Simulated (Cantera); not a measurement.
An isothermal, constant-pressure homogeneous reactor starts with 0.196 % CH4, 99.8 % N2, at 1423 K and 0.160 bar.

Detailed kinetics in Cantera: GRI-Mech 3.0 (53 species, 325 reactions). GRI-Mech 3.0 stops at C3 and has no aromatics, soot or wall deposition, so with more carbon than oxygen in the feed, carbon stays in small species such as C2H2 where larger ones or solid carbon would form.

Question: Predict: x(CH4) at 1.00 s; x(H2) at 1.00 s; x(C2H2) at 1.00 s; x(H) at 1.00 s; x(CH2) at 1.00 s.

Answer: 
| Property | Result |
|---|---|
| x(CH4) at 1.00 s | 0.00182 (gas-phase equilibrium 2.15e-7) |
| x(H2) at 1.00 s | 0.000144 (gas-phase equilibrium 0.00293) |
| x(C2H2) at 1.00 s | 1.94e-5 (gas-phase equilibrium 1.74e-5) |
| x(H) at 1.00 s | 1.06e-7 (gas-phase equilibrium 9.05e-7) |
| x(CH2) at 1.00 s | 3.39e-9 (gas-phase equilibrium <1e-12) |
